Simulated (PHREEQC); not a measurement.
Dissolve 0.01 mol HF and 0.00013 mol (CH3)4NF per kg of water at 50 °C. Closed to the air; pH follows from the charge balance.

All values are PHREEQC results (ion-association model, phreeqc.dat), not measurements.

Precipitation was switched off in this run.

Q: Predict the pH.

A: pH 2.74.

Q: In which forms is F present?

A: HF 79 %, F- 19 %, HF2- 1.3 % of the F.

(CH3)4N+ isn't in the database: it is added as a free cation with an ion size of 4 Å. At this temperature some constants are extrapolated from 25 °C, and those without enthalpy data are left unchanged.
